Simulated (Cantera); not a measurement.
What does this Cantera script print?

```python
import numpy as np
import cantera as ct

gas = ct.Solution("gri30.yaml")
gas.TPX = 575, 200000, {'CH4': 1, 'C2H6': 0.031, 'C3H8': 0.39, 'O2': 5.07, 'N2': 19.1}
flame = ct.FreeFlame(gas, width=0.025)
flame.set_refine_criteria(ratio=3, slope=0.08, curve=0.16)
flame.transport_model = "mixture-averaged"
flame.solve(loglevel=0, auto=True)
z, T = flame.grid, flame.T
thick = (T[-1] - T[0]) / np.gradient(T, z).max()
show = ['CH4', 'C2H6', 'C3H8', 'H2', 'CH2', 'CH2O']
print(f"laminar burning velocity  {flame.velocity[0] * 100:.3f} cm/s")
print(f"burnt temperature         {T[-1]:.1f} K")
print(f"thermal thickness         {thick * 1e3:.4f} mm")
print(f"grid points               {len(z)}")
z0 = z[flame.heat_release_rate.argmax()]
print(f"{'z/mm':>9s}{'T/K':>9s}{'u/(m/s)':>9s}" + "".join(f"{s:>11s}" for s in show))
rows = []
for k in (-3, -2, -1.5, -1, -0.5, -0.25, 0, 0.25, 0.5, 1, 2, 4, 8):
    zz = z0 + k * thick
    rows.append([k * thick, np.interp(zz, z, T), np.interp(zz, z, flame.velocity),
                 *(np.interp(zz, z, flame.X[gas.species_index(s)]) for s in show)])
    print(f"{rows[-1][0] * 1e3:9.3f}{rows[-1][1]:9.1f}{rows[-1][2]:9.3f}" + "".join(f"{x:11.3e}" for x in rows[-1][3:]))
```

Result:

```
laminar burning velocity  90.790 cm/s
burnt temperature         2217.8 K
thermal thickness         0.1942 mm
grid points               133
     z/mm      T/K  u/(m/s)        CH4       C2H6       C3H8         H2        CH2       CH2O
   -0.583    575.2    0.909  3.904e-02  1.211e-03  1.523e-02  5.943e-04  1.974e-19  2.763e-07
   -0.388    577.7    0.914  3.890e-02  1.209e-03  1.521e-02  1.649e-03  1.164e-15  5.144e-06
   -0.291    585.5    0.928  3.858e-02  1.208e-03  1.518e-02  2.844e-03  4.127e-14  2.404e-05
   -0.194    633.0    1.007  3.698e-02  1.211e-03  1.496e-02  5.103e-03  1.918e-11  1.796e-04
   -0.097    940.0    1.518  2.797e-02  1.316e-03  1.113e-02  8.897e-03  7.446e-08  1.209e-03
   -0.049   1302.4    2.135  1.710e-02  1.028e-03  4.058e-03  1.086e-02  3.952e-06  1.480e-03
    0.000   1668.5    2.761  4.866e-03  1.052e-04  1.282e-04  1.047e-02  2.920e-05  6.655e-04
    0.049   1832.7    3.029  4.256e-04  4.587e-07  9.838e-08  7.326e-03  8.474e-06  8.891e-05
    0.097   1896.6    3.120  1.989e-05  6.066e-10  1.967e-11  5.672e-03  5.005e-07  4.821e-06
    0.194   1976.0    3.229  5.000e-08  8.764e-15  1.863e-17  4.885e-03  1.611e-09  1.395e-08
    0.388   2063.5    3.353  2.608e-12  8.488e-21  7.008e-26  3.766e-03  1.539e-13  3.264e-11
    0.777   2139.3    3.460  1.700e-17  1.441e-28  2.241e-37  2.310e-03  9.852e-17  1.180e-11
    1.554   2187.9    3.527  9.457e-19  9.508e-31  8.737e-45  1.273e-03  1.910e-18  3.889e-12
```

Cantera simulation using GRI-Mech 3.0 (53 species, 325 reactions); the numbers are that mechanism's predictions, not measurements. GRI-Mech 3.0 was tuned for natural gas; its chemistry of propane as a main component is partial and can be far from experiment. Burning velocities carry a grid error of a few per cent, more on coarse grids.
